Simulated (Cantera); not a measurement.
Input: 1 mol SiH₄, 0.097 mol O₃, held at 17.0 mbar.

Equilibrium computed with Cantera from the NASA thermochemical tables; the gas is ideal and each condensed phase is pure. Candidate condensed phases: H₂O, Si, SiO₂; 18 gas species. Gases not in the tables: Si₂H₆ and higher silanes. Equilibrium is a limit: real reactors are often held back by kinetics, nucleation or transport.

Task: At 1500 °C, list the 6 most abundant gas species with their mole fractions, and the condensed phases.

Result: H₂ 0.871, SiO 0.127, H 0.00204, Si 0.000125, SiH₂ 2.15e-5, SiH 1.88e-5. Condensed: Si(l).
